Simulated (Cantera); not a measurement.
# PbCl2 + HCl + H2 (halide evaporation, hydrolysis and transport)

A closed system holds: 1 mol PbCl2, 0.054 mol HCl, 13 mol H2, equilibrated at 0.00133 bar.

Cantera equilibrium calculation (NASA polynomials, part measured and part estimated; ideal gas, pure solids and liquids). Candidate condensed phases: Pb, PbCl2; 10 gas species. The tables' values for PbCl4 are old estimates; treat these amounts as uncertain. Equilibrium is a limit: real reactors are often held back by kinetics, nucleation or transport.

From 698 K to 898 K the condensed part is Pb(l). From 1098 K to 2098 K nothing is condensed.

```tsv
T (K)	x H2	x HCl	x H	x Pb	x PbCl	x PbCl4	n Pb(l)
698	0.893	0.0903	<1e-12	7.62e-7	0.000117	0.0125	0.772
898	0.862	0.121	2.78e-9	0.000971	0.00717	4.30e-5	0.763
1098	0.828	0.104	6.16e-7	0.0362	0.0283	1.42e-7	0
1298	0.808	0.125	2.64e-5	0.0546	0.0119	1.09e-9	0
1498	0.801	0.132	0.000421	0.0617	0.00486	1.94e-11	0
1698	0.796	0.134	0.00353	0.0641	0.00225	<1e-12	0
1898	0.781	0.131	0.0189	0.0646	0.00117	<1e-12	0
2098	0.734	0.122	0.0722	0.0631	0.000640	<1e-12	0
```
x: gas mole fraction; n: condensed amount in mol.
